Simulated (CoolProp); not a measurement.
CF4 (R14) at 298.15 K and 0.715 MPa is throttled through a valve to 0.0825 MPa with no heat exchange. Each further row changes one setting.

Model: reference Helmholtz-energy equation of state, Platzer 1990, in CoolProp. This equation is an older, rougher fit.

| case | temperature change (K) | final density (kg/m³) |
|---|---|---|
| as stated | ___ | ___ |
| outlet pressure 0.0248 MPa | ___ | ___ |
| outlet pressure 0.107 MPa | -3.4 | 3.86 |

What belongs in the gaps?


- as stated, temperature change (K): -3.5
- as stated, final density (kg/m³): 2.97
- outlet pressure 0.0248 MPa, temperature change (K): -3.9
- outlet pressure 0.0248 MPa, final density (kg/m³): 0.893
